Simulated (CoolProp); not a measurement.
Vapour-liquid equilibrium of trans-2-butene (1) + acetone (2) at 61.95 °C; x and y are mole fractions of (1).

Computed with CoolProp (multi-fluid Helmholtz-energy mixture model, Lemmon 2005 and Lemmon 2006; pair parameters Bell 2016).

```tsv
x	bubble pressure (MPa)	y at the bubble point	dew pressure at overall composition x (MPa)	liquid density (mol/L)
0.05	0.1888	0.362	0.1297	12.59
0.15	0.2997	0.622	0.1442	12.23
0.25	0.3843	0.724	0.1624	11.87
0.35	0.4466	0.778	0.1855	11.53
0.45	0.4926	0.812	0.2160	11.21
0.55	0.5280	0.839	0.2582	10.90
0.65	0.5580	0.862	0.3194	10.61
0.75	0.5861	0.889	0.4129	10.34
0.85	0.6140	0.922	0.5429	10.11
0.95	0.6413	0.968	0.6320	9.906
```

No azeotrope shows between x = 0.05 and 0.95.

The pair parameters rest on a limited set of measurements; away from them the model extrapolates. With so large a gap from Raoult's law the liquid may split in two, which this calculation doesn't test in full.
